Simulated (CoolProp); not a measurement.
Vapour-liquid equilibrium of C2F6 (R116) (1) + R143a (2) at 248.7 K; x and y are mole fractions of (1).

The numbers come from the multi-fluid Helmholtz-energy mixture model, Lemmon 2006 and Lemmon and Jacobsen 2000; pair parameters Bell 2016 in CoolProp.

Give the bubble pressure and the first vapour's composition at x = 0.05, 0.15, 0.75. Is there an azeotrope?

x = 0.05: 0.3526 MPa, y = 0.258; x = 0.15: 0.4932 MPa, y = 0.497; x = 0.75: 0.8569 MPa, y = 0.839. No azeotrope shows between x = 0.05 and 0.95.

The pair parameters rest on a limited set of measurements; away from them the model extrapolates.
